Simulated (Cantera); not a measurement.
An adiabatic, constant-pressure homogeneous reactor starts with CH₃OH : O₂ : N₂ = 1 : 1.79 : 6.71 (molar parts), equivalence ratio 0.84, at 1198 K and 101000 Pa.

Model: GRI-Mech 3.0 (53 species, 325 reactions), integrated in Cantera. GRI-Mech 3.0 was tuned for natural gas; its chemistry of methanol as a main component is partial and can be far from experiment.

Q: Predict: time of steepest temperature rise; temperature at 0.100 s; equilibrium temperature; x(O₂) at 0.100 s; x(HO₂) at 0.100 s; x(H₂O) at 0.100 s.

A: 
```json
{
  "time_of_steepest_temperature_rise": "10.2 ms",
  "temperature at 0.100 s": "2543 K",
  "equilibrium_temperature": "2543 K",
  "x(O₂) at 0.100 s": "0.0330 (gas-phase equilibrium 0.0330)",
  "x(HO₂) at 0.100 s": "5.36e-6 (gas-phase equilibrium 5.36e-6)",
  "x(H₂O) at 0.100 s": "0.180 (gas-phase equilibrium 0.180)"
}
```
